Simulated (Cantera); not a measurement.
Charge: 1 mol SrCl2, 3.2 mol H2, held at 44000 Pa.

Cantera equilibrium calculation (NASA polynomials, part measured and part estimated; ideal gas, pure solids and liquids). Candidate condensed phases: Sr, SrCl2; 8 gas species. The numbers say what is thermodynamically allowed, not how fast it happens.

**Question.** What share of the Sr ends up in condensed phases as a function of T (K), at 898, 1048, 1198, 1348, 1498, 1648, 1798?

**Answer.** 
```tsv
T (K)	Sr condensed (%)	as
898	100.0	SrCl2(s)
1048	100.0	SrCl2(s)
1198	100.0	SrCl2(l)
1348	100.0	SrCl2(l)
1498	99.7	SrCl2(l)
1648	97.4	SrCl2(l)
1798	85.5	SrCl2(l)
```
